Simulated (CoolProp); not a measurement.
Sulfur dioxide along the isotherm 467.5 K: Z from the reference equation and from simpler models built on Tc = 430.6 K, pc = 78.87 bar, ω = 0.256; each cubic takes its own stable root.

The numbers come from the reference Helmholtz-energy equation of state, Gao 2016 in CoolProp.

| p (bar) | phase | reference | van der Waals | Redlich-Kwong | Soave-Redlich-Kwong | Peng-Robinson |
|---|---|---|---|---|---|---|
| 23.3 | gas | 0.9195 | 0.9237 | 0.9170 | 0.9210 | 0.9110 |
| 46.7 | gas | 0.8293 | 0.8351 | 0.8243 | 0.8338 | 0.8148 |
| 70 | gas | 0.7267 | 0.7263 | 0.7176 | 0.7361 | 0.7099 |
| 93.3 | supercritical | 0.6051 | 0.5725 | 0.5875 | 0.6237 | 0.5933 |
| 117 | supercritical | 0.4613 | 0.4215 | 0.4467 | 0.5050 | 0.4753 |
| 140 | supercritical | 0.3783 | 0.4289 | 0.4076 | 0.4491 | 0.4182 |
| 163 | supercritical | 0.3727 | 0.4615 | 0.4177 | 0.4475 | 0.4129 |
| 187 | supercritical | 0.3909 | 0.5018 | 0.4415 | 0.4656 | 0.4270 |
| 210 | supercritical | 0.4154 | 0.5426 | 0.4687 | 0.4898 | 0.4476 |
| 233 | supercritical | 0.4426 | 0.5841 | 0.4978 | 0.5170 | 0.4712 |
| 257 | supercritical | 0.4722 | 0.6277 | 0.5291 | 0.5470 | 0.4976 |
| 280 | supercritical | 0.5011 | 0.6696 | 0.5595 | 0.5764 | 0.5236 |
| 303 | supercritical | 0.5304 | 0.7113 | 0.5901 | 0.6063 | 0.5501 |
| 327 | supercritical | 0.5610 | 0.7548 | 0.6220 | 0.6376 | 0.5780 |
| 350 | supercritical | 0.5903 | 0.7963 | 0.6525 | 0.6676 | 0.6048 |
